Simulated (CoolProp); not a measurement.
Dimethyl carbonate along the isobar 3.74 MPa: Z from the reference equation and from simpler models built on Tc = 557.0 K, pc = 4.909 MPa, ω = 0.346; each cubic takes its own stable root.

Values from CoolProp's reference Helmholtz-energy equation of state, Zhou 2011.

```json
[
 {"T (K)": "384.2", "phase": "liquid", "reference": "0.1110", "van der Waals": "0.1876", "Redlich-Kwong": "0.1301", "Soave-Redlich-Kwong": "0.1239", "Peng-Robinson": "0.1097"},
 {"T (K)": "403.8", "phase": "liquid", "reference": "0.1090", "van der Waals": "0.1836", "Redlich-Kwong": "0.1283", "Soave-Redlich-Kwong": "0.1217", "Peng-Robinson": "0.1077"},
 {"T (K)": "423.5", "phase": "liquid", "reference": "0.1074", "van der Waals": "0.1808", "Redlich-Kwong": "0.1273", "Soave-Redlich-Kwong": "0.1204", "Peng-Robinson": "0.1064"},
 {"T (K)": "443.1", "phase": "liquid", "reference": "0.1065", "van der Waals": "0.1792", "Redlich-Kwong": "0.1273", "Soave-Redlich-Kwong": "0.1201", "Peng-Robinson": "0.1061"},
 {"T (K)": "462.7", "phase": "liquid", "reference": "0.1063", "van der Waals": "0.1790", "Redlich-Kwong": "0.1286", "Soave-Redlich-Kwong": "0.1210", "Peng-Robinson": "0.1069"},
 {"T (K)": "482.3", "phase": "liquid", "reference": "0.1069", "van der Waals": "0.1809", "Redlich-Kwong": "0.1315", "Soave-Redlich-Kwong": "0.1235", "Peng-Robinson": "0.1091"},
 {"T (K)": "501.9", "phase": "liquid", "reference": "0.1089", "van der Waals": "0.1863", "Redlich-Kwong": "0.1373", "Soave-Redlich-Kwong": "0.1286", "Peng-Robinson": "0.1137"},
 {"T (K)": "521.5", "phase": "liquid", "reference": "0.1133", "van der Waals": "0.5813", "Redlich-Kwong": "0.1490", "Soave-Redlich-Kwong": "0.1390", "Peng-Robinson": "0.1232"},
 {"T (K)": "541.2", "phase": "gas", "reference": "0.5739", "van der Waals": "0.6573", "Redlich-Kwong": "0.6080", "Soave-Redlich-Kwong": "0.5915", "Peng-Robinson": "0.5652"},
 {"T (K)": "560.8", "phase": "gas", "reference": "0.6663", "van der Waals": "0.7053", "Redlich-Kwong": "0.6753", "Soave-Redlich-Kwong": "0.6778", "Peng-Robinson": "0.6526"},
 {"T (K)": "580.4", "phase": "gas", "reference": "0.7230", "van der Waals": "0.7413", "Redlich-Kwong": "0.7220", "Soave-Redlich-Kwong": "0.7337", "Peng-Robinson": "0.7094"},
 {"T (K)": "600", "phase": "gas", "reference": "0.7643", "van der Waals": "0.7700", "Redlich-Kwong": "0.7578", "Soave-Redlich-Kwong": "0.7753", "Peng-Robinson": "0.7518"}
]
```

At some of these states van der Waals gives the other phase, because its saturation line lies elsewhere.
